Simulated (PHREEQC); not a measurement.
Solution (60 °C): 31 mmol/kgw Cu(NO3)2, 60 mmol/kgw HCl and 0.037 mmol/kgw KCl. Closed to the air; pH follows from the charge balance.

Computed with PHREEQC (ion-association model, phreeqc.dat).

No solid was allowed to form.

Q: Estimate the pH, density.

A: pH 1.32; density 0.989 g/cm³.

Q: In which forms is Cu present?

A: Cu+2 81 %, CuCl+ 19 % of the Cu.

Away from 25 °C the constants follow the database's enthalpies or fits; those with neither stay at their 25 °C values.
